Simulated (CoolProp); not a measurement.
R1234ze(E) along the isotherm -66.05 °C: density (kg/m³) from the reference equation and from simpler models built on Tc = 109.4 °C, pc = 3635 kPa, ω = 0.313; each cubic takes its own stable root.

Model: reference Helmholtz-energy equation of state, Thol 2016, in CoolProp.

```json
[
 {"p (kPa)": "454", "phase": "liquid", "reference": "1417"},
 {"p (kPa)": "909", "phase": "liquid", "reference": "1417"},
 {"p (kPa)": "1360", "phase": "liquid", "reference": "1418"},
 {"p (kPa)": "1820", "phase": "liquid", "reference": "1419"},
 {"p (kPa)": "2270", "phase": "liquid", "reference": "1420"},
 {"p (kPa)": "2730", "phase": "liquid", "reference": "1420"},
 {"p (kPa)": "3180", "phase": "liquid", "reference": "1421"},
 {"p (kPa)": "3630", "phase": "liquid", "reference": "1422"},
 {"p (kPa)": "4090", "phase": "liquid", "reference": "1422"},
 {"p (kPa)": "4540", "phase": "liquid", "reference": "1423"},
 {"p (kPa)": "5000", "phase": "liquid", "reference": "1424"},
 {"p (kPa)": "5450", "phase": "liquid", "reference": "1425"}
]
```

Problem. How far does each simpler model (van der Waals, Redlich-Kwong, Soave-Redlich-Kwong, Peng-Robinson) lie from the reference over these 12 states: mean and median of the absolute difference, and the worst?

Solution. 
- van der Waals: mean 40.5 %, median 40.5 %, worst -41.0 % at -66.05 °C and 454 kPa
- Redlich-Kwong: mean 12.5 %, median 12.5 %, worst -12.8 % at -66.05 °C and 454 kPa
- Soave-Redlich-Kwong: mean 9.9 %, median 9.9 %, worst -10.0 % at -66.05 °C and 454 kPa
- Peng-Robinson: mean 1.4 %, median 1.4 %, worst +1.4 % at -66.05 °C and 5450 kPa
